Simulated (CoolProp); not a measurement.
Vapour-liquid equilibrium of R22 (1) + R142b (2) at 1490 kPa; x and y are mole fractions of (1).

Model: multi-fluid Helmholtz-energy mixture model, Kamei 1995 and Lemmon 2006; pair parameters Bell 2016, in CoolProp.

```
x     bubble temperature, mixture model (°C)  bubble temperature, Raoult's law (°C)  y, mixture model  y, Raoult's law
----  --------------------------------------  -------------------------------------  ----------------  ---------------
0.05                              (withheld)                                   79.8             0.091            0.123
0.2                                     72.3                                   70.1             0.327            0.404
0.35                              (withheld)                                   62.2             0.517            0.597
0.5                                     58.1                                   55.4             0.672            0.737
0.65                              (withheld)                                   49.7             0.799            0.841
0.8                               (withheld)                                   44.6        (withheld)            0.920
0.95                              (withheld)                                   40.2        (withheld)            0.982
```

Task: What belongs in the gaps?

Result: 
- 0.05, bubble temperature, mixture model (°C): 80.6
- 0.35, bubble temperature, mixture model (°C): 64.9
- 0.65, bubble temperature, mixture model (°C): 51.8
- 0.8, bubble temperature, mixture model (°C): 45.9
- 0.8, y, mixture model: 0.900
- 0.95, bubble temperature, mixture model (°C): 40.5
- 0.95, y, mixture model: 0.979

The largest gap from Raoult's law is +2.7 K in bubble temperature, at x = 0.5. No azeotrope shows between x = 0.05 and 0.95.

The pair parameters rest on a limited set of measurements; away from them the model extrapolates.
